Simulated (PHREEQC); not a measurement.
0.071 g of hydrous ferric oxide (600 m²/g; 0.2 weak and 0.005 strong sites per Fe, Dzombak-Morel constants, diffuse double layer) in 1 kg of water with 0.05 mol/kgw of an inert sodium salt and 0.32 mmol/kgw NiCl2 and 0.00099 mmol/kgw ZnCl2, at 25 °C; the pH is set by adding NaOH or the inert anion's acid. O2 is buffered at 0.21 atm. CO2 from the air is kept out. Nothing may precipitate in this run.

Base run: PHREEQC, ion-association model, wateq4f.dat. Each further column changes one thing. The table gives Ni sorbed (%).

```csv
pH,base,no electrostatic term (-no_edl),background salt from 0.05 to 0.005 mol/kgw,oxide from 0.071 to 0.35 g/kgw,4.8e-05 mol/kgw CuCl2 added
4,0.0,0.0,0.0,0.0,0.0
4.67,0.0,0.0,0.0,0.1,0.0
5.33,0.3,0.6,0.3,1.6,0.1
6,1.3,2.2,1.3,6.4,0.3
6.67,4.7,14.3,4.8,20.8,1.6
7.33,14.8,38.8,14.6,57.4,6.6
8.67,27.4,50.2,25.8,98.1,25.0
9.33,28.2,50.6,26.4,99.8,28.0
10,27.3,49.3,26.1,99.9,27.2
10.67,25.7,32.2,25.5,99.7,25.6
11.33,23.7,3.6,24.7,97.8,23.6
12,19.4,0.4,22.0,82.1,19.2
```

In at least one series the solution becomes supersaturated in solids that the run did not let form, among them Ni(OH)2. The database's constant for dissolved Cu(OH)2 is higher than later reviews accept.
